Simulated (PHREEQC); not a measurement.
Acid mine or pickling water

Synthetic water in mg/L, 25 °C, pH 3.01, pe 11.1:

| constituent | mg/L |
|---|---|
| Na | 56.5 |
| K | 1.71e-06 |
| Ca | 296 |
| Mg | 144 |
| Cl | 56.6 |
| S(6) as SO4 | 1870 |
| N(5) as NO3 | 1.81 |
| Cd | 8.43 |
| Zn | 1.78 |
| Fe(3) | 206 |

Valence states are taken as typed.

Equilibrium calculation in PHREEQC: ion-association model, phreeqc.dat.

Each row changes one thing in this solution. Precipitation was switched off in this run.

```csv
case,ionic strength (mol/kgw),SO4-2 (mol/kgw),Ca+2 (mol/kgw),Mg+2 (mol/kgw),FeSO4+ (mol/kgw),CaSO4 (mol/kgw),SI of Gypsum (CaSO4:2H2O),SI of Jarosite-K (KFe3(SO4)2(OH)6)
as made,0.0465,0.0111,0.00511,0.00371,0.00255,0.00227,-0.31,-1.06
all concentrations times 2 at the same typed pH,0.0852,0.0204,0.00943,0.00670,0.00508,0.00537,+0.07,-0.13
S(6) from 1870 to 935 mg/L,0.0388,0.00465,0.00613,0.00465,0.00202,0.00126,-0.57,-0.97
temperature from 25 to 35 °C at the same typed pH,0.0455,0.0109,0.00505,0.00341,0.00233,0.00233,-0.32,-0.70
```

Some of these states are supersaturated (in Hematite (slow to form), Goethite (slow to form), Gypsum, for instance).
